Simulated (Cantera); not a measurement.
## Thermodynamics of nitride etching, feed Si3N4 + F2

Charge: 1 mol Si3N4, 17 mol F2, at 2098.15 K.

Method: chemical equilibrium by Gibbs-energy minimisation in Cantera with the NASA 1993 tables (ideal gas, pure condensed phases). Candidate condensed phases: Si, Si3N4; 16 gas species. The tables' values for SiF3, SiF2 are old estimates; treat these amounts as uncertain. Rates play no part.

```tsv
P (Pa)	x F	x SiF4	x N2	x SiF3	x F2
1	0.815	0.109	0.0739	0.00227	1.93e-8
5.20	0.815	0.111	0.0740	0.000446	1.00e-7
27	0.815	0.111	0.0741	8.61e-5	5.19e-7
140	0.815	0.111	0.0741	1.66e-5	2.69e-6
720	0.815	0.111	0.0741	3.23e-6	1.38e-5
3700	0.815	0.111	0.0741	6.29e-7	7.11e-5
19000	0.814	0.111	0.0741	1.23e-7	0.000365
100000	0.813	0.111	0.0742	2.34e-8	0.00191
```
x: gas mole fraction; nothing condenses.

From 1.00 Pa to 1.00 bar nothing is condensed. The main Si-bearing gas is SiF4 throughout.
